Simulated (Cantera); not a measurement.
Charge: 1 mol Hg, 0.24 mol O2, 0.2 mol H2, at 0.133 bar.

Cantera equilibrium calculation (NASA polynomials, part measured and part estimated; ideal gas, pure solids and liquids). Candidate condensed phases: H2O, Hg, HgO; 10 gas species. Equilibrium is a limit: real reactors are often held back by kinetics, nucleation or transport.

x: gas mole fraction; n: condensed amount in mol.

```json
[
 {"T (°C)": "250", "x Hg": "0.735", "x H2O": "0.265", "x O2": "9.94e-7", "x OH": "<1e-12", "n Hg(l)": "0.167", "n HgO(s)": "0.280"},
 {"T (°C)": "325", "x Hg": "0.781", "x H2O": "0.214", "x O2": "0.00468", "x OH": "<1e-12", "n Hg(l)": "0", "n HgO(s)": "0.271"},
 {"T (°C)": "400", "x Hg": "0.746", "x H2O": "0.149", "x O2": "0.104", "x OH": "?", "n Hg(l)": "0", "n HgO(s)": "0"},
 {"T (°C)": "475", "x Hg": "0.746", "x H2O": "0.149", "x O2": "0.104", "x OH": "?", "n Hg(l)": "0", "n HgO(s)": "0"},
 {"T (°C)": "550", "x Hg": "0.746", "x H2O": "0.149", "x O2": "0.104", "x OH": "?", "n Hg(l)": "0", "n HgO(s)": "0"},
 {"T (°C)": "625", "x Hg": "0.746", "x H2O": "0.149", "x O2": "0.104", "x OH": "?", "n Hg(l)": "0", "n HgO(s)": "0"},
 {"T (°C)": "700", "x Hg": "0.746", "x H2O": "0.149", "x O2": "0.104", "x OH": "?", "n Hg(l)": "0", "n HgO(s)": "0"},
 {"T (°C)": "775", "x Hg": "0.746", "x H2O": "0.149", "x O2": "0.104", "x OH": "?", "n Hg(l)": "0", "n HgO(s)": "0"},
 {"T (°C)": "850", "x Hg": "0.746", "x H2O": "0.149", "x O2": "0.104", "x OH": "?", "n Hg(l)": "0", "n HgO(s)": "0"},
 {"T (°C)": "925", "x Hg": "0.746", "x H2O": "0.149", "x O2": "0.104", "x OH": "?", "n Hg(l)": "0", "n HgO(s)": "0"},
 {"T (°C)": "1000", "x Hg": "0.746", "x H2O": "0.149", "x O2": "0.104", "x OH": "?", "n Hg(l)": "0", "n HgO(s)": "0"},
 {"T (°C)": "1075", "x Hg": "0.746", "x H2O": "0.149", "x O2": "0.104", "x OH": "?", "n Hg(l)": "0", "n HgO(s)": "0"}
]
```

Problem. Complete the blanks.

Solution. 
- 400, x OH: 1.49e-11
- 475, x OH: 2.72e-10
- 550, x OH: 2.93e-9
- 625, x OH: 2.12e-8
- 700, x OH: 1.13e-7
- 775, x OH: 4.78e-7
- 850, x OH: 1.66e-6
- 925, x OH: 4.95e-6
- 1000, x OH: 1.29e-5
- 1075, x OH: 3.05e-5
